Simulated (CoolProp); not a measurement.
Vapour-liquid equilibrium of acetone (1) + p-xylene (2) at 43.95 °C; x and y are mole fractions of (1).

Values from CoolProp's multi-fluid Helmholtz-energy mixture model, Lemmon 2006 and Zhou 2012; pair parameters Bell 2016.

| x | bubble pressure, mixture model (MPa) | bubble pressure, Raoult's law (MPa) | y, mixture model | y, Raoult's law |
|---|---|---|---|---|
| 0.05 | 0.01011 | 0.006363 | 0.692 | 0.516 |
| 0.15 | 0.02069 | 0.01261 | [?] | 0.782 |
| 0.25 | 0.02841 | 0.01886 | [?] | 0.871 |
| 0.35 | [?] | 0.02510 | 0.929 | 0.916 |
| 0.45 | [?] | 0.03135 | 0.943 | 0.943 |
| 0.55 | [?] | 0.03760 | 0.954 | 0.961 |
| 0.65 | 0.04811 | 0.04385 | 0.964 | 0.974 |
| 0.75 | [?] | 0.05009 | 0.974 | 0.984 |
| 0.85 | 0.05741 | 0.05634 | 0.984 | 0.991 |
| 0.95 | 0.06278 | 0.06259 | 0.994 | 0.997 |

Complete the blanks.


- 0.15, y, mixture model: 0.861
- 0.25, y, mixture model: 0.906
- 0.35, bubble pressure, mixture model (MPa): 0.03437
- 0.45, bubble pressure, mixture model (MPa): 0.03932
- 0.55, bubble pressure, mixture model (MPa): 0.04378
- 0.75, bubble pressure, mixture model (MPa): 0.05258

The largest gap from Raoult's law is +64.1 % in bubble pressure, at x = 0.15. No azeotrope shows between x = 0.05 and 0.95.

The pair parameters rest on a limited set of measurements; away from them the model extrapolates. With so large a gap from Raoult's law the liquid may split in two, which this calculation doesn't test in full.
